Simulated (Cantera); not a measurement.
A Cantera script and its output.

```python
import numpy as np
import cantera as ct

gas = ct.Solution("gri30.yaml")
gas.TPX = 1998, 1333, {'CH4': 1, 'N2': 69}
inlet = ct.Reservoir(gas, clone=True)

reactor = ct.IdealGasConstPressureReactor(gas, energy="off", clone=False)
exhaust = ct.Reservoir(gas, clone=True)
tau = [7, 2.9, 1.2, 0.51, 0.21, 0.09, 0.038, 0.016, 0.0066, 0.0028, 0.0012][0]
for a, b in ((inlet, reactor), (reactor, exhaust)):
    ct.MassFlowController(a, b, mdot=lambda t: reactor.mass / tau)
net = ct.ReactorNet([reactor])
show = ['CH4', 'C2H6', 'CH3', 'HCN', 'C2H', 'H']

rows = []
print(f"{'tau/s':>10s}{'T/K':>9s}" + "".join(f"{s:>11s}" for s in show))
for tau in [7, 2.9, 1.2, 0.51, 0.21, 0.09, 0.038, 0.016, 0.0066, 0.0028, 0.0012]:
    net.initial_time = 0.0
    net.advance(30 * tau)
    before = gas.X
    net.advance(40 * tau)
    drift = np.max(np.abs(gas.X - before) / (gas.X + 1e-9))
    rows.append([gas.T, *gas[show].X, drift])
    print(f"{tau:10.3e}{gas.T:9.1f}" + "".join(f"{x:11.3e}" for x in gas[show].X))
```

Output:

```
     tau/s      T/K        CH4       C2H6        CH3        HCN        C2H          H
 7.000e+00   1998.0  1.410e-04  8.993e-10  6.243e-05  2.275e-03  2.471e-06  4.733e-04
 2.900e+00   1998.0  2.956e-04  2.823e-09  1.094e-04  1.171e-03  2.249e-06  3.950e-04
 1.200e+00   1998.0  5.970e-04  8.169e-09  1.845e-04  5.480e-04  1.949e-06  3.277e-04
 5.100e-01   1998.0  1.144e-03  2.132e-08  2.969e-04  2.451e-04  1.633e-06  2.701e-04
 2.100e-01   1998.0  2.160e-03  5.294e-08  4.685e-04  9.959e-05  1.306e-06  2.162e-04
 9.000e-02   1998.0  3.773e-03  1.124e-07  6.891e-04  3.867e-05  9.935e-07  1.673e-04
 3.800e-02   1998.0  6.243e-03  2.000e-07  9.383e-04  1.242e-05  6.613e-07  1.171e-04
 1.600e-02   1998.0  9.483e-03  2.492e-07  1.081e-03  2.671e-06  3.252e-07  6.617e-05
 6.600e-03   1998.0  1.249e-02  1.490e-07  8.633e-04  2.559e-07  8.190e-08  2.595e-05
 2.800e-03   1998.0  1.373e-02  3.908e-08  4.505e-04  1.837e-08  8.710e-09  1.127e-05
 1.200e-03   1998.0  1.408e-02  7.237e-09  1.987e-04  1.667e-09  3.045e-10  8.017e-06
```

Cantera simulation using GRI-Mech 3.0 (53 species, 325 reactions); the numbers are that mechanism's predictions, not measurements. GRI-Mech 3.0 stops at C3 and has no aromatics, soot or wall deposition, so with more carbon than oxygen in the feed, carbon stays in small species such as C2H2 where larger ones or solid carbon would form. Radical loss at walls, strong at low pressure, is not modelled.
